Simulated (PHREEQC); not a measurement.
Dissolve 11 mmol/kgw CuSO4, 7.7 mmol/kgw HCl and 4.4 mmol/kgw NaCl at 25 °C. Closed to the air; pH follows from the charge balance.

The numbers come from PHREEQC with the ion-association model, phreeqc.dat.

```csv
quantity,before,after
pH,2.30,1.56
ionic strength (mol/kgw),0.0415,0.0692
```

Problem. Name the change that produced these shifts.
(A) CuSO4 from 0.011 to 0.11 mol/kgw
(B) NaCl from 0.0044 to 0.022 mol/kgw
(C) HCl from 0.0077 to 0.0385 mol/kgw
(D) temperature from 25 to 10 °C
(E) CuSO4 left out

Solution. C, HCl from 0.0077 to 0.0385 mol/kgw

This is a speciation only: nothing precipitates in the calculation.
